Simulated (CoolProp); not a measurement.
Saturation properties of R113.

The numbers come from the reference Helmholtz-energy equation of state, Marx 1992 in CoolProp.

| T (°C) | p (MPa) | liquid density (kg/m³) | vapour density (kg/m³) | liquid cp (kJ/(kg K)) | surface tension (mN/m) |
|---|---|---|---|---|---|
| 87.35 | 0.3206 | 1404 | 22.12 | 0.9875 | 10.5 |
| 94.55 | 0.3834 | 1384 | 26.30 | (withheld) | 9.73 |
| 101.75 | 0.4549 | 1364 | 31.08 | 1.008 | 9.01 |
| 108.95 | 0.5359 | 1342 | 36.55 | 1.020 | 8.30 |
| 116.05 | 0.6260 | 1320 | 42.69 | 1.032 | 7.61 |
| 123.25 | 0.7284 | 1298 | 49.79 | 1.046 | (withheld) |
| 130.45 | 0.8427 | 1274 | 57.86 | 1.062 | 6.25 |
| 137.65 | 0.9698 | 1249 | (withheld) | 1.080 | 5.59 |
| 144.85 | 1.111 | 1223 | 77.58 | 1.100 | 4.94 |
| 152.05 | 1.266 | 1195 | 89.63 | 1.124 | 4.31 |
| 159.15 | 1.434 | 1166 | 103.3 | 1.153 | 3.71 |

Task: What belongs in the gaps?

Result: 
- 94.55, liquid cp (kJ/(kg K)): 0.9976
- 123.25, surface tension (mN/m): 6.92
- 137.65, vapour density (kg/m³): 67.07

It boils at 47.6 °C under 1 atm.

Surface tension comes from a separate correlation (Mulero 2012).
